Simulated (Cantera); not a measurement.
Input: 1 mol Si₃N₄, 0.32 mol Si, 0.61 mol H₂, held at 2600 °C and 7.50 Torr.

Equilibrium computed with Cantera from the NASA thermochemical tables; the gas is ideal and each condensed phase is pure. Candidate condensed phases: Si, Si₃N₄; 18 gas species. The tables' values for SiN are old estimates; treat these amounts as uncertain. Equilibrium is a limit: real reactors are often held back by kinetics, nucleation or transport.

Base state: Si 0.513, N₂ 0.312, H 0.149, H₂ 0.0202, Si₂ 0.00210, SiN 0.00177, SiH 0.00117, Si₂N 0.000120 (mole fractions); condensed: gas only.

**Question.** What changes in the equilibrium state with this change: temperature from 2600 °C to 2350 °C?

**Answer.** 
```csv
species,before,after
Si,0.513,0.517
N₂,0.312,0.324
H,0.149,0.0947
H₂,0.0202,0.0506
Si₃,3.06e-5,0.000556
Si₂N,0.000120,0.000922
N,3.31e-5,4.93e-6
SiH₂,6.34e-6,3.58e-5
Si₂,0.00210,0.00743
```
Gases not in the tables: Si₂H₆ and higher silanes.
